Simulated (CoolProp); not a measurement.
Saturation properties of n-butane.

Values from CoolProp's reference Helmholtz-energy equation of state, Bücker 2006.

```csv
T (°C),p (MPa),liquid density (kg/m³),vapour density (kg/m³),surface tension (mN/m),liquid viscosity (µPa s),liquid conductivity (mW/(m K))
-29.55,0.02884,631.4,0.8418,18.4,279,129
-19.15,0.04697,620.9,1.324,17.1,248,124
-8.75,0.07321,610.0,2.001,15.9,222,119
1.55,0.1094,599.1,2.911,14.6,199,115
11.95,0.1588,587.7,4.127,13.4,180,110
22.35,0.2239,575.9,5.704,12.2,162,106
32.65,0.3066,563.8,7.693,11.1,147,102
43.05,0.4118,551.1,10.22,9.90,134,97.6
53.45,0.5419,537.9,13.36,8.77,121,93.7
63.75,0.6988,524.0,17.20,7.68,110,90.0
74.15,0.8891,509.2,21.98,6.60,100,86.4
84.55,1.115,493.3,27.87,5.55,90.6,83.0
94.85,1.378,476.3,35.09,4.54,81.7,79.8
105.25,1.688,457.3,44.24,3.56,73.1,76.7
```

It boils at -0.5 °C under 1 atm.

Viscosity comes from a separate model (Vogel 1999). Thermal conductivity comes from a separate model (Perkins 2002). Surface tension comes from a separate correlation (Mulero 2012).
